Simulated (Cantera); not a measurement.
A perfectly stirred reactor is fed with CH4 : O2 : N2 = 1 : 4.17 : 15.7 (molar parts), at 0.210 bar; it is adiabatic with a 675 K inlet, and is followed from long to short residence time, starting on the burning branch (τ in s: 0.041, 0.022, 0.012, 0.0065, 0.0036, 0.0019, 0.0011, 0.00057, 0.00031, 0.00017, 9.2e-05, 5e-05).

Detailed kinetics in Cantera: GRI-Mech 3.0 (53 species, 325 reactions).

What does this change do: O2 4.17 to 3 parts?


```
quantity                                                                        before                                 after
------------------------------------------------  ------------------------------------  ------------------------------------
blow-out, bracketed by the residence times tried  burning at 0.570 ms, out at 0.310 ms  burning at 0.570 ms, out at 0.310 ms
x(CH4) at τ = 41.0 ms                                                          2.69e-5                               2.33e-5
x(O2) at τ = 41.0 ms                                                             0.103                                0.0514
x(CH3) at τ = 41.0 ms                                                          3.88e-6                               3.93e-6
x(H) at τ = 41.0 ms                                                           0.000438                              0.000947
x(NO2) at τ = 41.0 ms                                                          2.48e-9                               2.64e-9
x(CH4) at τ = 1.10 ms                                                         0.000523                              0.000521
x(O2) at τ = 1.10 ms                                                             0.109                                0.0592
x(CH3) at τ = 1.10 ms                                                          4.43e-5                               5.33e-5
x(H) at τ = 1.10 ms                                                            0.00402                               0.00605
x(NO2) at τ = 1.10 ms                                                         4.01e-10                              4.03e-10
```

What does this change do: inlet temperature 675 to 448 K?


```tsv
quantity	before	after
blow-out, bracketed by the residence times tried	burning at 0.570 ms, out at 0.310 ms	burning at 1.90 ms, out at 1.10 ms
x(CH4) at τ = 41.0 ms	2.69e-5	5.40e-5
x(O2) at τ = 41.0 ms	0.103	0.104
x(CH3) at τ = 41.0 ms	3.88e-6	5.28e-6
x(H) at τ = 41.0 ms	0.000438	0.000316
x(NO2) at τ = 41.0 ms	2.48e-9	1.01e-9
x(CH4) at τ = 1.10 ms	0.000523	0.0479
x(O2) at τ = 1.10 ms	0.109	0.200
x(CH3) at τ = 1.10 ms	4.43e-5	<1e-12
x(H) at τ = 1.10 ms	0.00402	<1e-12
x(NO2) at τ = 1.10 ms	4.01e-10	<1e-12
```

What does this change do: N2 15.7 to 11 parts?


```json
[
 {"quantity": "blow-out, bracketed by the residence times tried", "before": "burning at 0.570 ms, out at 0.310 ms", "after": "burning at 0.310 ms, out at 0.170 ms"},
 {"quantity": "x(CH4) at τ = 41.0 ms", "before": "2.69e-5", "after": "1.54e-5"},
 {"quantity": "x(O2) at τ = 41.0 ms", "before": "0.103", "after": "0.133"},
 {"quantity": "x(CH3) at τ = 41.0 ms", "before": "3.88e-6", "after": "3.52e-6"},
 {"quantity": "x(H) at τ = 41.0 ms", "before": "0.000438", "after": "0.000547"},
 {"quantity": "x(NO2) at τ = 41.0 ms", "before": "2.48e-9", "after": "2.19e-8"},
 {"quantity": "x(CH4) at τ = 1.10 ms", "before": "0.000523", "after": "0.000267"},
 {"quantity": "x(O2) at τ = 1.10 ms", "before": "0.109", "after": "0.135"},
 {"quantity": "x(CH3) at τ = 1.10 ms", "before": "4.43e-5", "after": "3.63e-5"},
 {"quantity": "x(H) at τ = 1.10 ms", "before": "0.00402", "after": "0.00567"},
 {"quantity": "x(NO2) at τ = 1.10 ms", "before": "4.01e-10", "after": "8.49e-10"}
]
```
